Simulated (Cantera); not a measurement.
A closed system holds: 1 mol Si, 0.007 mol O2, 28 mol N2, at 0.420 Pa.

Equilibrium computed with Cantera from the NASA thermochemical tables; the gas is ideal and each condensed phase is pure. Candidate condensed phases: Si, SiO2, Si2N2O, Si3N4; 16 gas species. The tables' values for SiN are old estimates; treat these amounts as uncertain. Rates play no part. All values below are at 1725 K.

Base state: N2 0.966, Si 0.0339, SiO 0.000483, SiN 3.81e-5, Si2 2.27e-5 (mole fractions); condensed: gas only.

### Question
What changes in the equilibrium state with this change: pressure from 0.420 Pa to 63.0 Pa?

### Answer
| species | before | after |
|---|---|---|
| N2 | 0.966 | 0.998 |
| Si | 0.0339 | 0.00161 |
| SiO | 0.000483 | 0.000499 |
| Si2N | 9.36e-6 | 3.95e-5 |
| Si2 | 2.27e-5 | 7.68e-6 |
| SiN | 3.81e-5 | 2.25e-5 |
| Si(l), mol | 0 | 0.937 |
